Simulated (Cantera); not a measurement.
An isothermal, constant-pressure homogeneous reactor starts with CH₄ : H₂ = 1 : 21 (molar parts), at 1823 K and 100.0 Torr. Integrator tolerance rtol = 1e-08.

Computed with Cantera and GRI-Mech 3.0 (53 species, 325 reactions). GRI-Mech 3.0 stops at C3 and has no aromatics, soot or wall deposition, so with more carbon than oxygen in the feed, carbon stays in small species such as C2H2 where larger ones or solid carbon would form.

What does this change do: pressure from 100.0 Torr to 0.0900 Torr?


```
quantity                                             before                                     after
----------------  -----------------------------------------  ----------------------------------------
x(CH₄) at 200 s   0.000914 (gas-phase equilibrium 0.000914)  0.000203 (gas-phase equilibrium 7.78e-7)
x(H₂) at 200 s          0.977 (gas-phase equilibrium 0.977)       0.968 (gas-phase equilibrium 0.940)
x(CH₂) at 200 s     3.08e-8 (gas-phase equilibrium 3.08e-8)   4.87e-7 (gas-phase equilibrium 3.03e-8)
x(C₂H₄) at 200 s    5.48e-5 (gas-phase equilibrium 5.48e-5)   2.68e-7 (gas-phase equilibrium 4.77e-8)
x(C₂H₆) at 200 s    8.20e-9 (gas-phase equilibrium 8.21e-9)   2.12e-10 (gas-phase equilibrium <1e-12)
```
Radical loss at walls, strong at low pressure, is not modelled.
